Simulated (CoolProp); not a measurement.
Vapour-liquid equilibrium of hydrogen chloride (1) + ethane (2) at 1.53 MPa; x and y are mole fractions of (1).

The numbers come from the multi-fluid Helmholtz-energy mixture model, Thol 2018 and Bücker 2006; pair parameters Bell 2016 in CoolProp.

**Question.** Give the bubble temperature and the first vapour's composition at x = 0.275, 0.5, 0.95. Is there an azeotrope?

**Answer.** x = 0.275: -26.2 °C, y = 0.367; x = 0.5: -27.9 °C, y = 0.514; x = 0.95: -21.6 °C, y = 0.891. y crosses x between x = 0.5 and 0.575: the model has an azeotrope there.

Pair parameters are fitted to limited data, so mixtures are less certain than the pure fluids.
